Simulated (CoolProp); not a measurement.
Vapour-liquid equilibrium of dimethyl ether (1) + n-hexane (2) at 3.22 bar; x and y are mole fractions of (1).

Model: multi-fluid Helmholtz-energy mixture model, Wu 2011 and Thol 2019; pair parameters Bell 2016, in CoolProp.

```csv
x,bubble temperature (°C),y at the bubble point,dew temperature at overall composition x (°C),liquid density (mol/L)
0.05,90.9,0.402,108.6,7.016
0.15,61.5,0.766,104.1,7.754
0.25,44.0,0.884,99.2,8.413
0.35,33.1,0.931,93.8,9.053
0.45,25.9,0.954,87.9,9.716
0.55,20.7,0.968,81.1,10.43
0.65,16.6,0.977,73.2,11.22
0.75,13.2,0.985,63.3,12.11
0.85,10.1,0.991,49.9,13.13
0.95,7.0,0.997,27.3,14.33
```

No azeotrope shows between x = 0.05 and 0.95.

The pair parameters rest on a limited set of measurements; away from them the model extrapolates.
